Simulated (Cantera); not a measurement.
## Thermodynamics of carbothermic reduction, feed Ta₂O₅ + CO

Input: 1 mol Ta₂O₅, 0.6 mol CO, at 1273.15 K and 1330 Pa.

Method: chemical equilibrium by Gibbs-energy minimisation in Cantera with the NASA 1993 tables (ideal gas, pure condensed phases). Candidate condensed phases: C, Ta, TaC, Ta₂O₅; 15 gas species. Mutual solubility and eutectic melting of coexisting phases are not modelled. TaC: taken at fixed stoichiometry. Condensed phases not in the tables: Ta₂C. Equilibrium is a limit: real reactors are often held back by kinetics, nucleation or transport.

| Item | Value |
|---|---|
| x(CO) | 0.999 |
| x(CO₂) | 0.000620 |
| n(TaC(s)) | 0.000106 mol |
| n(Ta₂O₅(s)) | 1.000 mol |
| gas amount | 0.5999 mol |
| log10 activity of C(graphite) (absent) | -0.81 |
| log10 activity of Ta(s) (absent) | -4.96 |
